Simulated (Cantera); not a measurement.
A Cantera script and what it prints.

```python
import numpy as np
import cantera as ct

gas_names = """
    Br Br2 H HBr HNO HNO2 HNO3 HO2 H2 H2O H2O2 N NH NH2 NH3 NH2OH NO NO2 NO3 N2 N2H2 N2H4 N2O O OH O2 O3
""".split()
cond_names = """
    Br2(cr) Br2(L) H2O(s) H2O(L)
""".split()


# ... load() reads the species with a 1 bar reference pressure and builds the phases ...
atoms = {
    'HBr': {'H': 1, 'Br': 1},
    'O2': {'O': 2},
    'N2': {'N': 2},
}
top_T = {}  # K; cautious upper limits of use, not melting points


# ... equilibrate(T, P, feed) seeds the gas with the atoms and calls Mixture.equilibrate('TP', solver="vcs", rtol=1e-11, max_steps=5000) ...
results = []
T = 1298  # K
P = 133.322  # Pa
for m in [3.3, 6.3, 9.4, 12, 16, 19, 22, 25, 28, 31]:
    feed = {'HBr': 1, 'O2': 0.025, 'N2': m}  # mol
    mix = equilibrate(T, P, feed)
    results.append((T, P, feed, dict(zip(mix.species_names, mix.species_moles))))

top = {s: max(r[3][s] / sum(r[3][g] for g in gas_names) for r in results) for s in gas_names}
cols = sorted((s for s in top if top[s] > 0.001), key=lambda s: -top[s])[:7]
seen = [c for c in cond_names if any(r[3].get(c, 0) > 1e-12 for r in results)]
print("log10 of partial pressures in bar; condensed amounts in mol")
print(f"{'n(N2)':>10s}" + "".join(f"{s[:9]:>10s}" for s in cols + seen))
for T, P, feed, n in results:
    ng = sum(n[g] for g in gas_names)
    print(f"{feed['N2']:10.4g}" + "".join(f"{np.log10(max(n[s] / ng * P / 1e5, 1e-99)):10.3f}" for s in cols)
          + "".join(f"{n.get(c, 0):10.4g}" for c in seen))
```

Output:

```
log10 of partial pressures in bar; condensed amounts in mol
     n(N2)        N2       HBr        Br       H2O        H2
       3.3    -2.996    -3.572    -4.429    -4.816    -5.455
       6.3    -2.943    -3.804    -4.623    -5.043    -5.532
       9.4    -2.922    -3.961    -4.750    -5.196    -5.591
        12    -2.912    -4.060    -4.829    -5.292    -5.631
        16    -2.903    -4.180    -4.923    -5.409    -5.682
        19    -2.899    -4.253    -4.980    -5.479    -5.715
        22    -2.896    -4.315    -5.028    -5.539    -5.743
        25    -2.894    -4.371    -5.071    -5.592    -5.769
        28    -2.892    -4.420    -5.108    -5.640    -5.793
        31    -2.890    -4.464    -5.142    -5.682    -5.814
```

Equilibrium computed with Cantera from the NASA thermochemical tables; the gas is ideal and each condensed phase is pure.
